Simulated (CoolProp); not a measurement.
Vapour-liquid equilibrium of ethylbenzene (1) + o-xylene (2) at 0.0354 MPa; x and y are mole fractions of (1).

Model: multi-fluid Helmholtz-energy mixture model, Zhou 2012 and Zhou 2012; pair parameters Bell 2016, in CoolProp.

| x | bubble temperature, mixture model (K) | bubble temperature, Raoult's law (K) | y, mixture model | y, Raoult's law |
|---|---|---|---|---|
| 0.05 | 381.3 | 381.3 | 0.063 | 0.063 |
| 0.2 | 380.0 | 380.1 | 0.245 | 0.243 |
| 0.35 | 378.7 | 378.9 | 0.413 | 0.409 |
| 0.5 | 377.4 | 377.7 | 0.565 | 0.563 |
| 0.65 | 376.3 | 376.6 | 0.705 | 0.705 |
| 0.8 | 375.3 | 375.5 | 0.834 | 0.838 |
| 0.95 | 374.4 | 374.5 | 0.959 | 0.961 |

The largest gap from Raoult's law is -0.3 K in bubble temperature, at x = 0.65. No azeotrope shows between x = 0.05 and 0.95.

The pair parameters rest on a limited set of measurements; away from them the model extrapolates.
